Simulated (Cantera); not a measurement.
What does this Cantera script print?

```python
import numpy as np
import cantera as ct

gas_names = [...]  # 139 gases of nasa_gas.yaml made of C, Cu, H, N, O
cond_names = """
    C(gr) C6H6(L) C7H8(L) C8H18(L),n-octa Cu(cr) Cu(L) CuO(s) CuO2H2(s) Cu2O(s) Cu2O(L) H2O(s) H2O(L)
""".split()


# ... load() reads the species with a 1 bar reference pressure and builds the phases ...
atoms = {
    'Cu2O': {'Cu': 2, 'O': 1},
    'CH4': {'C': 1, 'H': 4},
    'N2': {'N': 2},
}
top_T = {'C(gr)': 4500, 'CuO(s)': 1390}  # K; cautious upper limits of use, not melting points


# ... equilibrate(T, P, feed) seeds the gas with the atoms and calls Mixture.equilibrate('TP', solver="vcs", rtol=1e-11, max_steps=5000) ...
results = []
feed = {'Cu2O': 1, 'CH4': 2.9, 'N2': 4.2}  # mol
P = 160000  # Pa
for T in [1498, 1573, 1648, 1723, 1798, 1873, 1948, 2023, 2098, 2173]:
    mix = equilibrate(T, P, feed)
    results.append((T, P, feed, dict(zip(mix.species_names, mix.species_moles))))

top = {s: max(r[3][s] / sum(r[3][g] for g in gas_names) for r in results) for s in gas_names}
cols = sorted((s for s in top if top[s] > 1e-05), key=lambda s: -top[s])[:8]
seen = [c for c in cond_names if any(r[3].get(c, 0) > 1e-12 for r in results)]
print("log10 of partial pressures in bar; condensed amounts in mol")
print(f"{'T/K':>10s}" + "".join(f"{s[:9]:>10s}" for s in cols + seen))
for T, P, feed, n in results:
    ng = sum(n[g] for g in gas_names)
    print(f"{T:10.4g}" + "".join(f"{np.log10(max(n[s] / ng * P / 1e5, 1e-99)):10.3f}" for s in cols)
          + "".join(f"{n.get(c, 0):10.4g}" for c in seen))
```

Result:

```
log10 of partial pressures in bar; condensed amounts in mol
       T/K        H2        N2        CO       HCN        Cu         H       CH4 C2H2,acet     C(gr)     Cu(L)
      1498    -0.076    -0.214    -0.837    -3.127    -5.100    -4.803    -2.737    -5.130     1.884         2
      1573    -0.075    -0.214    -0.837    -2.907    -4.577    -4.428    -2.887    -4.760     1.883         2
      1648    -0.075    -0.214    -0.837    -2.709    -4.102    -4.088    -3.023    -4.425      1.88     1.999
      1723    -0.075    -0.215    -0.837    -2.527    -3.671    -3.777    -3.148    -4.119     1.873     1.999
      1798    -0.076    -0.216    -0.837    -2.362    -3.276    -3.491    -3.263    -3.839     1.863     1.996
      1873    -0.077    -0.217    -0.838    -2.210    -2.915    -3.228    -3.368    -3.582     1.849     1.992
      1948    -0.078    -0.218    -0.838    -2.071    -2.582    -2.986    -3.466    -3.346      1.83     1.982
      2023    -0.080    -0.220    -0.839    -1.942    -2.274    -2.761    -3.558    -3.129     1.804     1.963
      2098    -0.083    -0.223    -0.840    -1.825    -1.989    -2.553    -3.645    -2.928     1.771     1.928
      2173    -0.087    -0.227    -0.843    -1.717    -1.725    -2.360    -3.729    -2.744     1.729     1.867
```

These are equilibrium values from Cantera (NASA tables, ideal gas, pure condensed phases), not measurements of a reactor.
